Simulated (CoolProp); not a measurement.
Aqueous potassium acetate as a coolant, at -2 °C, 1 atm.

Model: Melinder's fits for secondary coolants, in CoolProp.

```
mass %  freezing point (°C)  conductivity (W/(m K))  density (kg/m³)  Prandtl number  cp (kJ/(kg K))
------  -------------------  ----------------------  ---------------  --------------  --------------
7.4              (withheld)                   0.538             1043      (withheld)           3.897
13.1                   -6.3                   0.521             1071            18.6      (withheld)
18.8                  -10.2                   0.504             1102            21.3           3.515
24.5                  -15.6                   0.487             1134      (withheld)           3.345
30.2             (withheld)                   0.472             1168            30.4           3.179
35.9                  -33.7                   0.457             1201            38.4           3.016
41.6                  -45.4              (withheld)       (withheld)            49.7           2.861
```

### Question
Some entries are withheld; supply them.

### Answer

- 7.4, freezing point (°C): -3.2
- 7.4, Prandtl number: 16.5
- 13.1, cp (kJ/(kg K)): 3.695
- 24.5, Prandtl number: 25.0
- 30.2, freezing point (°C): -23.4
- 41.6, conductivity (W/(m K)): 0.442
- 41.6, density (kg/m³): 1235
